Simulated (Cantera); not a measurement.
**Stirred combustor or abatement burner**

A perfectly stirred reactor is fed with CH4 : C2H6 : O2 : N2 = 1 : 0.23 : 1.75 : 6.59 (molar parts), equivalence ratio 1.6, at 0.300 bar; it is adiabatic with a 450 K inlet, and is followed from long to short residence time, starting on the burning branch (τ in s: 0.36, 0.15, 0.063, 0.026, 0.011, 0.0046, 0.0019, 0.00079, 0.00033, 0.00014, 5.7e-05, 2.4e-05, 9.8e-06).

Detailed kinetics in Cantera: GRI-Mech 3.0 (53 species, 325 reactions).

```
τ (s)    T (K)     x CH4   x C2H6      x O2    x N2O     x HCN      x NO
-------  -----  --------  -------  --------  -------  --------  --------
0.36      1942  0.000225  3.58e-7   7.80e-5  1.29e-8   4.77e-5  0.000118
0.15      1939  0.000341  8.00e-7  0.000156  2.24e-8   9.28e-5  0.000124
0.063     1936  0.000505  1.77e-6  0.000309  3.47e-8  0.000165  0.000122
0.026     1931  0.000756  4.01e-6  0.000628  4.44e-8  0.000254  0.000108
0.011     1923   0.00114  9.08e-6   0.00127  4.20e-8  0.000302   8.35e-5
0.0046    1907   0.00178  2.17e-5   0.00267  2.90e-8  0.000267   5.52e-5
0.0019    1868   0.00312  6.04e-5   0.00619  1.43e-8  0.000161   2.92e-5
0.00079    450     0.104   0.0240     0.183   <1e-12    <1e-12    <1e-12
0.00033    450     0.104   0.0240     0.183   <1e-12    <1e-12    <1e-12
0.00014    450     0.104   0.0240     0.183   <1e-12    <1e-12    <1e-12
5.7e-5     450     0.104   0.0240     0.183   <1e-12    <1e-12    <1e-12
2.4e-5     450     0.104   0.0240     0.183   <1e-12    <1e-12    <1e-12
9.8e-6     450     0.104   0.0240     0.183   <1e-12    <1e-12    <1e-12
```
x: mole fraction; the columns are a selection and need not sum to one.
